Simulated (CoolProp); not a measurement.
Vapour-liquid equilibrium of n-hexane (1) + m-xylene (2) at 352 K; x and y are mole fractions of (1).

Computed with CoolProp (multi-fluid Helmholtz-energy mixture model, Thol 2019 and Zhou 2012; pair parameters Bell 2016).

```tsv
x	bubble pressure (kPa)	y at the bubble point	dew pressure at overall composition x (kPa)	liquid density (mol/L)
0.05	21.08	0.346	15.14	7.628
0.15	35.94	0.656	16.73	7.575
0.25	51.57	(withheld)	18.69	7.517
0.35	66.62	0.856	21.19	(withheld)
0.45	80.27	0.896	24.46	7.389
0.55	92.25	0.922	28.94	7.320
0.65	(withheld)	0.942	(withheld)	(withheld)
0.75	112.5	0.958	45.90	7.176
0.85	(withheld)	(withheld)	65.08	7.104
0.95	132.2	0.990	107.7	7.033
```

What belongs in the gaps?


- 0.25, y at the bubble point: 0.787
- 0.35, liquid density (mol/L): 7.455
- 0.65, bubble pressure (kPa): 102.8
- 0.65, dew pressure at overall composition x (kPa): 35.48
- 0.65, liquid density (mol/L): 7.249
- 0.85, bubble pressure (kPa): 122.0
- 0.85, y at the bubble point: 0.973

No azeotrope shows between x = 0.05 and 0.95.

The pair parameters rest on a limited set of measurements; away from them the model extrapolates.
